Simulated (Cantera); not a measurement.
An adiabatic, constant-volume homogeneous reactor starts with 2.89 % CH4, 0.347 % C2H6, 4.05 % C3H8, 19.5 % O2, 73.2 % N2, equivalence ratio 1.4, at 1723 K and 1.70 bar.

Cantera simulation using GRI-Mech 3.0 (53 species, 325 reactions); the numbers are that mechanism's predictions, not measurements. GRI-Mech 3.0 was tuned for natural gas; its chemistry of propane as a main component is partial and can be far from experiment. Above 3000 K some thermodynamic fits are extrapolated.

Question: Predict: time of steepest temperature rise; temperature at 3.00 s; equilibrium temperature; x(HO2) at 3.00 s; x(H2O) at 3.00 s; x(CO2) at 3.00 s.

Answer: 
```
Quantity                                                             Value
---------------------------------  ---------------------------------------
time of steepest temperature rise                                  12.8 µs
temperature at 3.00 s                                               3087 K
equilibrium temperature                                             3087 K
x(HO2) at 3.00 s                   4.85e-6 (gas-phase equilibrium 4.85e-6)
x(H2O) at 3.00 s                       0.122 (gas-phase equilibrium 0.122)
x(CO2) at 3.00 s                     0.0318 (gas-phase equilibrium 0.0318)
```
